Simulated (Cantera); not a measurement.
## BN + H2 (sublimation and decomposition of ceramics)

Feed: 1 mol BN, 0.05 mol H2.

Equilibrium computed with Cantera from the NASA thermochemical tables; the gas is ideal and each condensed phase is pure. Candidate condensed phases: B, BN; 15 gas species. Mutual solubility and eutectic melting of coexisting phases are not modelled. Equilibrium is a limit: real reactors are often held back by kinetics, nucleation or transport.

Stable condensed phases:

```
T in °C \ P in Pa
               1       4      16      63     250    1000    4000   16000   63000  250000 1000000
   2427        A       A       A       A       B       B       B       B       C       C       C
   2327        A       A       A       B       B       B       B       B       C       C       C
   2227        A       A       B       B       B       B       B       C       C       C       C
   2127        A       A       B       B       B       B       C       C       C       C       D
   2027        A       B       B       B       B       C       C       C       C       C       D
   1927        B       B       B       B       C       C       C       C       C       D       D
   1827        B       B       B       C       C       C       C       C       D       D       D
   1727        B       B       C       C       C       C       C       D       D       D       D
   1627        B       C       C       C       C       C       D       D       D       D       D
   1527        C       C       C       C       C       D       D       D       D       D       D
```

A: gas only; B: B; C: B + BN; D: BN.
